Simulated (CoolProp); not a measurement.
R1132(E) along the isobar 4.74 bar: Z from the reference equation and from simpler models built on Tc = 348.8 K, pc = 51.74 bar, ω = 0.245; each cubic takes its own stable root.

The numbers come from the reference Helmholtz-energy equation of state, Akasaka 2024 in CoolProp.

```tsv
T (K)	phase	reference
329.5	gas	0.9602
336.5	gas	0.9631
343.6	gas	0.9657
350.6	gas	0.9680
357.7	gas	0.9702
364.7	gas	0.9722
371.8	gas	0.9741
378.8	gas	0.9757
385.9	gas	0.9773
392.9	gas	0.9787
400	gas	0.9801
```

Task: How far does each simpler model (Pitzer virial, van der Waals, Redlich-Kwong, Soave-Redlich-Kwong, Peng-Robinson) lie from the reference over these 11 states: mean and median of the absolute difference, and the worst?

Result: 
- Pitzer virial: mean 0.1 %, median 0.1 %, worst +0.1 % at 329.5 K and 4.74 bar
- van der Waals: mean 0.3 %, median 0.3 %, worst +0.8 % at 329.5 K and 4.74 bar
- Redlich-Kwong: mean 0.1 %, median 0.1 %, worst +0.2 % at 329.5 K and 4.74 bar
- Soave-Redlich-Kwong: mean 0.1 %, median 0.1 %, worst +0.1 % at 329.5 K and 4.74 bar
- Peng-Robinson: mean 0.3 %, median 0.3 %, worst -0.3 % at 357.7 K and 4.74 bar
